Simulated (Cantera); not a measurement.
An isothermal, constant-pressure homogeneous reactor starts with NO : N2 = 1 : 3.8 (molar parts), at 1450 K and 0.908 atm.

Computed with Cantera and GRI-Mech 3.0 (53 species, 325 reactions).

Problem. Predict: x(NO) at 200 s; x(N2O) at 200 s; x(O) at 200 s; x(NO2) at 200 s; x(N2) at 200 s.

Solution. x(NO) at 200 s: 0.152 (gas-phase equilibrium 0.000716)
x(N2O) at 200 s: 7.45e-6 (gas-phase equilibrium 4.56e-8)
x(O) at 200 s: 3.57e-7 (gas-phase equilibrium 6.79e-7)
x(NO2) at 200 s: 0.000334 (gas-phase equilibrium 3.02e-6)
x(N2) at 200 s: 0.820 (gas-phase equilibrium 0.895)
